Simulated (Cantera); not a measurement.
A perfectly stirred reactor is fed with CH4 : N2 = 1 : 19 (molar parts), at 0.000860 bar; it is held at 1725 K, and followed from long to short residence time.

Detailed kinetics in Cantera: GRI-Mech 3.0 (53 species, 325 reactions). GRI-Mech 3.0 stops at C3 and has no aromatics, soot or wall deposition, so with more carbon than oxygen in the feed, carbon stays in small species such as C2H2 where larger ones or solid carbon would form. Radical loss at walls, strong at low pressure, is not modelled.

**Question.** Predict: x(CH4) at τ = 1.80 s; x(C2H2) at τ = 1.80 s; x(C2H4) at τ = 1.80 s; x(CH3) at τ = 1.80 s; x(C2H) at τ = 1.80 s; x(CH4) at τ = 32.0 ms; x(C2H2) at τ = 32.0 ms; x(C2H4) at τ = 32.0 ms; x(CH3) at τ = 32.0 ms.

**Answer.** 
- x(CH4) at τ = 1.80 s: 0.0351
- x(C2H2) at τ = 1.80 s: 0.00564
- x(C2H4) at τ = 1.80 s: 0.00103
- x(CH3) at τ = 1.80 s: 0.000952
- x(C2H) at τ = 1.80 s: 6.11e-8
- x(CH4) at τ = 32.0 ms: 0.0500
- x(C2H2) at τ = 32.0 ms: 1.44e-8
- x(C2H4) at τ = 32.0 ms: 2.58e-7
- x(CH3) at τ = 32.0 ms: 4.70e-5
